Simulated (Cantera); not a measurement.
An isothermal, constant-pressure homogeneous reactor starts with CH₄ : N₂ = 1 : 5.2 (molar parts), at 1225 K and 750 Torr.

Detailed kinetics in Cantera: GRI-Mech 3.0 (53 species, 325 reactions). GRI-Mech 3.0 stops at C3 and has no aromatics, soot or wall deposition, so with more carbon than oxygen in the feed, carbon stays in small species such as C2H2 where larger ones or solid carbon would form.

Q: Predict: x(CH₄) at 70.0 s; x(H₂) at 70.0 s; x(H) at 70.0 s.

A: x(CH₄) at 70.0 s: 0.153 (gas-phase equilibrium 0.0865)
x(H₂) at 70.0 s: 0.0104 (gas-phase equilibrium 0.0909)
x(H) at 70.0 s: 6.97e-9 (gas-phase equilibrium 9.46e-8)
